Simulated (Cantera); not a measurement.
**Equilibrium for boron, boron nitride and boron oxide: BCl3 + N2 + NH3**

Feed: 1 mol BCl3, 0.24 mol N2, a varied amount of NH3, held at 1798 K and 0.133 bar.

Method: chemical equilibrium by Gibbs-energy minimisation in Cantera with the NASA 1993 tables (ideal gas, pure condensed phases). Candidate condensed phases: B, BN, NH4Cl; 21 gas species. The tables' values for BCl2, BCl are old estimates; treat these amounts as uncertain. Gases not in the tables: BHCl2. The numbers say what is thermodynamically allowed, not how fast it happens.

From 1.3 mol NH3 to 8 mol NH3 the condensed part is BN(s). The share of B in condensed phases is highest at 8 mol NH3 (99.9 %) and lowest at 1.3 mol NH3 (90.1 %).

| n(NH3) (mol) | log p HCl | log p H2 | log p N2 | log p BCl3 | n BN(s) |
|---|---|---|---|---|---|
| 1.3 | -1.03 | -1.68 | -1.82 | -2.49 | 0.901 |
| 2.2 | -1.16 | -1.37 | -1.70 | -3.42 | 0.981 |
| 3 | -1.26 | -1.26 | -1.64 | -3.92 | 0.992 |
| 3.8 | -1.35 | -1.20 | -1.61 | -4.28 | 0.995 |
| 4.7 | -1.43 | -1.16 | -1.58 | -4.59 | 0.997 |
| 5.5 | -1.49 | -1.13 | -1.57 | -4.82 | 0.998 |
| 6.3 | -1.54 | -1.12 | -1.56 | -5.01 | 0.998 |
| 7.2 | -1.59 | -1.10 | -1.55 | -5.20 | 0.998 |
| 8 | -1.64 | -1.09 | -1.54 | -5.34 | 0.999 |
log p: log10 of the partial pressure in bar; n: condensed amount in mol.
